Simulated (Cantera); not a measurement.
# Premixed flame

A freely propagating, adiabatic, planar premixed flame of 22.9 % H2, 12.2 % O2, 52.4 % N2, 12.6 % H2O, equivalence ratio 0.94, unburnt at 450 K and 0.790 bar; multicomponent transport, grid criteria slope 0.08 and curve 0.16, no radiation.

Computed with Cantera and the H2/O2 subset of GRI-Mech 3.0, which has no nitrogen chemistry. Burning velocities carry a grid error of a few per cent, more on coarse grids.

| z (mm) | T (K) | u (m/s) | x H2 | x O2 | x H2O | x H | x O | x H2O2 |
|---|---|---|---|---|---|---|---|---|
| -1.56 | 450 | 2.43 | 0.229 | 0.122 | 0.126 | <1e-8 | <1e-8 | <1e-8 |
| -1.04 | 450 | 2.43 | 0.229 | 0.122 | 0.126 | <1e-8 | <1e-8 | <1e-8 |
| -0.782 | 450 | 2.43 | 0.228 | 0.122 | 0.126 | <1e-8 | <1e-8 | <1e-8 |
| -0.522 | 450 | 2.43 | 0.227 | 0.122 | 0.126 | <1e-8 | 1.46e-8 | 6.24e-8 |
| -0.261 | 474 | 2.52 | 0.214 | 0.123 | 0.130 | 3.86e-6 | 1.69e-6 | 1.26e-5 |
| -0.130 | 686 | 3.54 | 0.178 | 0.118 | 0.153 | 0.00100 | 9.30e-5 | 5.43e-5 |
| 0 | 1075 | 5.40 | 0.118 | 0.0930 | 0.216 | 0.00950 | 0.00142 | 1.42e-5 |
| 0.130 | 1356 | 6.75 | 0.0622 | 0.0560 | 0.286 | 0.0199 | 0.00412 | 4.77e-6 |
| 0.261 | 1510 | 7.48 | 0.0380 | 0.0357 | 0.321 | 0.0216 | 0.00507 | 3.22e-6 |
| 0.522 | 1659 | 8.16 | 0.0283 | 0.0259 | 0.341 | 0.0162 | 0.00447 | 1.66e-6 |
| 1.04 | 1788 | 8.74 | 0.0232 | 0.0213 | 0.354 | 0.00953 | 0.00306 | 8.30e-7 |
| 2.09 | 1892 | 9.18 | 0.0173 | 0.0176 | 0.366 | 0.00492 | 0.00183 | 4.68e-7 |
| 4.17 | 1967 | 9.49 | 0.0116 | 0.0146 | 0.377 | 0.00226 | 0.00100 | 2.90e-7 |
x: mole fraction of selected species; z is measured from the peak of heat release.

```
Property                    Result
------------------------  --------
laminar burning velocity  243 cm/s
thermal thickness         0.522 mm
peak x(H)                   0.0219
peak x(O)                  0.00509
peak x(H2O2)               5.47e-5
grid points                    109
```
